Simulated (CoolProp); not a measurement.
Saturation properties of C3F8 (R218) (Tc = 345.0 K, pc = 2.640 MPa, ω = 0.317).

The numbers come from the reference Helmholtz-energy equation of state, Lemmon 2006 in CoolProp. It is a short technical equation, of lower accuracy than the large ones.

```tsv
T (K)	p (MPa)	enthalpy of vaporisation (kJ/kg)	liquid cp (kJ/(kg K))	vapour Z	liquid conductivity (mW/(m K))
186.5	0.005062	121.6	0.8769	0.9931	74.7
192.2	0.007843	119.8	0.8870	0.9907	73.3
197.8	0.01171	118.1	0.8971	0.9877	72.0
203.5	0.01714	116.3	0.9077	0.9840	70.6
209.1	0.02433	114.5	0.9184	0.9797	69.2
214.8	0.03398	112.6	0.9296	0.9745	67.7
220.4	0.04624	110.7	0.9409	0.9686	66.3
226.1	0.06212	108.8	0.9527	0.9617	64.8
231.7	0.08165	106.8	0.9647	0.9539	63.3
237.4	0.1062	104.8	0.9774	0.9450	61.8
243.1	0.1361	102.6	0.9906	0.9350	60.2
248.7	0.1715	100.5	1.004	0.9241	58.7
254.4	0.2143	98.15	1.019	0.9117	57.1
260	0.2640	95.79	1.033	0.8984	55.6
265.7	0.3230	93.28	1.050	0.8835	54.0
```

It boils at 236.4 K under 1 atm.

Thermal conductivity comes from a separate model (Huber 2003), an estimate that may be off by 10 % or more.
